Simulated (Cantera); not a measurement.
Charge: 1 mol Si₃N₄, 0.0018 mol O₂, 3 mol N₂, equilibrated at 1975 K.

Equilibrium computed with Cantera from the NASA thermochemical tables; the gas is ideal and each condensed phase is pure. Candidate condensed phases: Si, SiO₂, Si₂N₂O, Si₃N₄; 16 gas species. Mutual solubility and eutectic melting of coexisting phases are not modelled. The tables' values for SiN are old estimates; treat these amounts as uncertain. Kinetics and transport are ignored.

x: gas mole fraction; n: condensed amount in mol.

| P (Pa) | x N₂ | x Si | x Si₂ | x SiO | x Si₂N | n Si(l) | n Si₃N₄(s) | n Si₂N₂O(s) |
|---|---|---|---|---|---|---|---|---|
| 0.100 | 0.625 | 0.374 | ___ | 0.000450 | 1.27e-6 | 0 | 0 | 0 |
| 1.50 | 0.625 | 0.373 | ___ | 0.000450 | 7.36e-5 | 0 | 0 | 0 |
| 22 | 0.849 | 0.147 | ___ | 0.000612 | 0.000747 | 2.10 | 0 | 0 |
| 320 | 0.989 | 0.0101 | ___ | 0.000712 | 0.000211 | 2.94 | 0 | 0 |
| 4600 | 0.998 | 0.000703 | ___ | 0.000719 | 5.60e-5 | 2.99 | 0 | 0 |
| 68000 | 0.999 | 1.48e-5 | ___ | 0.00120 | 1.41e-6 | 0 | 0.999 | 0 |
| 1000000 | 1.000 | 1.67e-7 | ___ | 9.16e-5 | 1.02e-8 | 0 | 0.998 | 0.00333 |

Question: Complete the blanks.

Answer: 
- 0.100, x Si₂: 4.23e-5
- 1.50, x Si₂: 0.000630
- 22, x Si₂: 0.00143
- 320, x Si₂: 9.85e-5
- 4600, x Si₂: 6.85e-6
- 68000, x Si₂: 4.49e-8
- 1000000, x Si₂: 8.46e-11
